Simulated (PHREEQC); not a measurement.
Dissolve 2.6e-05 mol/kgw H4SiO4 at 88 °C. Closed to the air; pH follows from the charge balance.

All values are PHREEQC results (ion-association model, wateq4f.dat), not measurements.

Each row changes one thing in this solution. Precipitation was switched off in this run.

```json
[
 {"case": "as made", "pH": "6.22", "ionic strength (mol/kgw)": "6.01e-7", "H3SiO4- (mol/kgw)": "2.89e-8", "SI of Quartz (SiO2)": "-1.37"},
 {"case": "1.9e-05 mol/kgw Mg(NO3)2 added", "pH": "6.22", "ionic strength (mol/kgw)": "5.76e-5", "H3SiO4- (mol/kgw)": "2.89e-8", "SI of Quartz (SiO2)": "-1.37"},
 {"case": "H4SiO4 from 2.6e-05 to 5.2e-05 mol/kgw", "pH": "6.21", "ionic strength (mol/kgw)": "6.15e-7", "H3SiO4- (mol/kgw)": "5.65e-8", "SI of Quartz (SiO2)": "-1.07"},
 {"case": "diluted 100-fold with water", "pH": "6.23", "ionic strength (mol/kgw)": "5.86e-7", "H3SiO4- (mol/kgw)": "2.96e-10", "SI of Quartz (SiO2)": "-3.37"},
 {"case": "temperature from 88 to 30 °C", "pH": "6.86", "ionic strength (mol/kgw)": "1.38e-7", "H3SiO4- (mol/kgw)": "3.29e-8", "SI of Quartz (SiO2)": "-0.68"},
 {"case": "1.7e-05 mol/kgw Na2SiO3 added", "pH": "7.96", "ionic strength (mol/kgw)": "3.40e-5", "H3SiO4- (mol/kgw)": "2.49e-6", "SI of Quartz (SiO2)": "-1.18"}
]
```

At this temperature some constants are extrapolated from 25 °C, and those without enthalpy data are left unchanged.
